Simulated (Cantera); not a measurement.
A closed system holds: 1 mol CuO, 3 mol CO, held at 900 K and 0.240 Torr.

Equilibrium computed with Cantera from the NASA thermochemical tables; the gas is ideal and each condensed phase is pure. Candidate condensed phases: C, Cu, CuO, Cu2O; 15 gas species. Kinetics and transport are ignored.

Base state: CO 0.667, CO2 0.333 (mole fractions); condensed: Cu(s).

### Question
What changes in the equilibrium state with this change: temperature from 900 K to 1773 K?

### Answer
```csv
species,before,after
CO,0.667,0.500
CO2,0.333,0.250
Cu,<1e-9,0.250
Cu2,<1e-9,8.62e-5
O,<1e-9,2.27e-5
O2,<1e-9,1.87e-5
"Cu(s), mol",1.00,0
```
